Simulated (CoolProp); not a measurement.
A simple Rankine cycle with ethylbenzene: condensing at 330.15 K, boiler at 0.216 MPa, turbine inlet 589.9 K, turbine efficiency 0.8, pump efficiency 0.7, no recuperator. Each further row changes one setting.

Model: reference Helmholtz-energy equation of state, Zhou 2012, in CoolProp.

| case | thermal efficiency (%) | net work (kJ/kg) | heat in (kJ/kg) | turbine exit temperature (K) | volume ratio over the turbine |
|---|---|---|---|---|---|
| as stated | 14.2 | 120 | 844 | 531.4 | 30.8 |
| turbine inlet 609.9 K | 14.0 | 125 | 889 | 551.0 | 30.8 |
| condensing temperature 322.15 K | 15.4 | 132 | 859 | 525.6 | 44.1 |
| boiler pressure 0.151 MPa | 12.9 | 109 | 845 | 537.5 | 21.6 |
| turbine efficiency 0.7 | 12.4 | 105 | 844 | 538.7 | 31.2 |
